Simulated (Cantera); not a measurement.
Input: 1 mol Cu, 8.8 mol HF, 9.4 mol N₂, held at 1373 K and 48.0 Pa.

Cantera equilibrium calculation (NASA polynomials, part measured and part estimated; ideal gas, pure solids and liquids). Candidate condensed phases: Cu, CuF₂; 25 gas species. Equilibrium is a limit: real reactors are often held back by kinetics, nucleation or transport.

Q: What is the equilibrium state?

A: 
- x(N₂) = 0.515
- x(HF) = 0.481
- x(CuF) = 0.00165
- x(Cu) = 0.00165
- x(H₂) = 0.000823
- x(H) = 4.36e-6
- n(Cu(l)) = 0.940 mol
- gas amount = 18.25 mol
- log10 activity of CuF₂(l) (absent) = -8.74
